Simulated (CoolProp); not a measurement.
R125 at 298.15 K and 19.3 MPa is throttled through a valve to 1.65 MPa with no heat exchange. Each further row changes one setting.

Values from CoolProp's reference Helmholtz-energy equation of state, Lemmon 2005.

```json
[
 {"case": "as stated", "temperature change (K)": "-0.2", "final phase": "liquid", "final density (kg/m³)": "1200"},
 {"case": "outlet pressure 0.495 MPa", "temperature change (K)": "-34.3", "final phase": "two-phase, vapour fraction 0.313", "final density (kg/m³)": "94.5"},
 {"case": "outlet pressure 2.15 MPa", "temperature change (K)": "-0.1", "final phase": "liquid", "final density (kg/m³)": "1200"}
]
```
